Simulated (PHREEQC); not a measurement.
0.1 mol of Fluorite (CaF2) is brought to equilibrium with 1 kg of water holding 100 mmol/kgw NaCl, at 25 °C, the pH being set by adding NaOH or HCl. O2 is buffered at 0.21 atm. The system is closed to CO2. The run lets Fluorite, Portlandite precipitate or redissolve, and no other solid.

The numbers come from PHREEQC with the ion-association model, wateq4f.dat.

```json
[
 {"pH": "3", "dissolved Ca (mol/kgw)": "0.000507", "dissolved F (mol/kgw)": "0.00101", "HF (mol/kgw)": "0.000524"},
 {"pH": "3.56", "dissolved Ca (mol/kgw)": "0.000370", "dissolved F (mol/kgw)": "0.000739", "HF (mol/kgw)": "0.000169"},
 {"pH": "4.12", "dissolved Ca (mol/kgw)": "0.000327", "dissolved F (mol/kgw)": "0.000654", "HF (mol/kgw)": "4.94e-5"},
 {"pH": "4.69", "dissolved Ca (mol/kgw)": "0.000315", "dissolved F (mol/kgw)": "0.000630", "HF (mol/kgw)": "1.36e-5"},
 {"pH": "5.25", "dissolved Ca (mol/kgw)": "0.000312", "dissolved F (mol/kgw)": "0.000623", "HF (mol/kgw)": "3.75e-6"},
 {"pH": "5.81", "dissolved Ca (mol/kgw)": "0.000311", "dissolved F (mol/kgw)": "0.000621", "HF (mol/kgw)": "1.04e-6"},
 {"pH": "6.38", "dissolved Ca (mol/kgw)": "0.000310", "dissolved F (mol/kgw)": "0.000621", "HF (mol/kgw)": "2.79e-7"},
 {"pH": "6.94", "dissolved Ca (mol/kgw)": "0.000310", "dissolved F (mol/kgw)": "0.000621", "HF (mol/kgw)": "7.68e-8"},
 {"pH": "8.06", "dissolved Ca (mol/kgw)": "0.000310", "dissolved F (mol/kgw)": "0.000620", "HF (mol/kgw)": "5.82e-9"},
 {"pH": "8.62", "dissolved Ca (mol/kgw)": "0.000310", "dissolved F (mol/kgw)": "0.000620", "HF (mol/kgw)": "1.60e-9"},
 {"pH": "9.19", "dissolved Ca (mol/kgw)": "0.000310", "dissolved F (mol/kgw)": "0.000621", "HF (mol/kgw)": "4.32e-10"},
 {"pH": "9.75", "dissolved Ca (mol/kgw)": "0.000310", "dissolved F (mol/kgw)": "0.000621", "HF (mol/kgw)": "1.19e-10"},
 {"pH": "10.31", "dissolved Ca (mol/kgw)": "0.000311", "dissolved F (mol/kgw)": "0.000621", "HF (mol/kgw)": "3.28e-11"},
 {"pH": "10.88", "dissolved Ca (mol/kgw)": "0.000311", "dissolved F (mol/kgw)": "0.000623", "HF (mol/kgw)": "8.84e-12"},
 {"pH": "11.44", "dissolved Ca (mol/kgw)": "0.000315", "dissolved F (mol/kgw)": "0.000629", "HF (mol/kgw)": "2.45e-12"},
 {"pH": "12", "dissolved Ca (mol/kgw)": "0.000325", "dissolved F (mol/kgw)": "0.000651", "HF (mol/kgw)": "6.88e-13"}
]
```
